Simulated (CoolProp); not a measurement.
Carbon dioxide at 376.4 K and 1.32 MPa flows at 2.7 m/s in a round tube of 12.7 mm bore and 15 µm roughness, fully developed (64/Re and Nu = 3.66 if laminar; Colebrook and Gnielinski if turbulent). Each further row changes one setting.

The numbers come from the reference Helmholtz-energy equation of state, Span 1996 in CoolProp.

```csv
case,Reynolds number,Darcy friction factor,pressure drop (Pa/m),heat-transfer coefficient (W/(m² K)),mass flow (kg/h)
as stated,35000,0.0258,141,176,23.6
velocity 5.4 m/s,70000,0.0236,518,324,47.1
diameter 25.4 mm,70000,0.0217,59.6,149,94.3
```

Viscosity comes from a separate model (Laesecke 2017). Thermal conductivity comes from a separate model (Huber 2016).
